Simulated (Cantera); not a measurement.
Input: 1 mol Si₃N₄, 0.37 mol H₂O, 5 mol N₂, 0.0054 mol O₂, held at 0.770 Pa.

Equilibrium computed with Cantera from the NASA thermochemical tables; the gas is ideal and each condensed phase is pure. Candidate condensed phases: H₂O, Si, SiO₂, Si₂N₂O, Si₃N₄; 35 gas species. The tables' values for SiN are old estimates; treat these amounts as uncertain. The numbers say what is thermodynamically allowed, not how fast it happens. All values below are at 1748 K.

Base state: N₂ 0.724, Si 0.189, SiO 0.0394, H₂ 0.0310, H 0.0145, Si₂ 0.000971, Si₂N 0.000395, Si₃ 0.000238 (mole fractions); condensed: Si(l).

Problem. What changes in the equilibrium state with this change: H₂O from 0.37 to 0.0013 mol?

Solution. 
| species | before | after |
|---|---|---|
| N₂ | 0.724 | 0.807 |
| Si | 0.189 | 0.189 |
| SiO | 0.0394 | 0.00140 |
| H₂ | 0.0310 | 1.12e-5 |
| H | 0.0145 | 0.000275 |
| SiH | 0.000123 | 2.33e-6 |
| Si₂N | 0.000395 | 0.000417 |
| SiN | 0.000232 | 0.000245 |
| Si₃ | 0.000238 | 0.000238 |
| Si(l), mol | 0.756 | 1.32 |
